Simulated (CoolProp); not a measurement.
Ethanol at 298.15 K and 0.00644 MPa flows at 3.7 m/s in a round tube of 4.6 mm bore and 1.5 µm roughness, fully developed (64/Re and Nu = 3.66 if laminar; Colebrook and Gnielinski if turbulent). Each further row changes one setting.

Model: reference Helmholtz-energy equation of state, Schroeder 2014, in CoolProp.

| case | Reynolds number | Darcy friction factor | pressure drop (Pa/m) | heat-transfer coefficient (W/(m² K)) | mass flow (kg/h) |
|---|---|---|---|---|---|
| as stated | 233 | 0.274 | 49.1 | 12.1 | 0.0266 |
| velocity 7.4 m/s | 466 | 0.137 | 98.2 | 12.1 | 0.0532 |
| diameter 9.2 mm | 466 | 0.137 | 12.3 | 6.06 | 0.106 |

Viscosity comes from a separate model (Kiselev 2005). Thermal conductivity comes from a separate model (Assael 2013).
